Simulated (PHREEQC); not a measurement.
## Hard or scaling water: an equilibrium model

Solution (25 °C): 0.0062 mol MgCl2, 0.00021 mol Na2SO4 and 0.0076 mol NaCl per kg of water. Closed to the air; pH follows from the charge balance.

Equilibrium calculation in PHREEQC: ion-association model, wateq4f.dat.

- ionic strength: 0.0266 mol/kgw

```tsv
species	molality	activity	log γ
Cl-	0.0200	0.0170	-0.070
Na+	0.00802	0.00688	-0.066
Mg+2	0.00614	0.00344	-0.252
SO4-2	0.000144	7.85e-5	-0.263
MgSO4	6.29e-5	6.33e-5	0.003
NaSO4-	3.14e-6	2.71e-6	-0.064
H+	1.72e-7	1.51e-7	-0.056
```

No solid was allowed to form. Complexes and solids missing from the database can't appear.
